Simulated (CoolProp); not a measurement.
A closed Brayton cycle with dry air: compressor inlet 319.15 K and 5.2 MPa, high pressure 12.6 MPa, turbine inlet 770 K, compressor efficiency 0.8, turbine efficiency 0.85, recuperator effectiveness 0.9 (on enthalpy, no pinch check). Each further row changes one setting.

Values from CoolProp's reference Helmholtz-energy equation of state, Lemmon 2000. It is a pseudo-pure fit of the blend.

```json
[
 {"case": "as stated", "thermal efficiency (%)": "19.7", "net work (kJ/kg)": "35.1", "compressor to turbine work": "0.77", "compressor exit (K)": "434.5", "turbine exit (K)": "631.8"},
 {"case": "turbine inlet 720 K", "thermal efficiency (%)": "15.3", "net work (kJ/kg)": "25.1", "compressor to turbine work": "0.82", "compressor exit (K)": "434.5", "turbine exit (K)": "589.4"},
 {"case": "compressor inlet 329.15 K", "thermal efficiency (%)": "17.7", "net work (kJ/kg)": "31.2", "compressor to turbine work": "0.80", "compressor exit (K)": "448.0", "turbine exit (K)": "631.8"},
 {"case": "high pressure 10.7 MPa", "thermal efficiency (%)": "21.5", "net work (kJ/kg)": "33.7", "compressor to turbine work": "0.73", "compressor exit (K)": "411.0", "turbine exit (K)": "655.2"},
 {"case": "recuperator effectiveness 0.5", "thermal efficiency (%)": "13.4", "net work (kJ/kg)": "35.1", "compressor to turbine work": "0.77", "compressor exit (K)": "434.5", "turbine exit (K)": "631.8"}
]
```
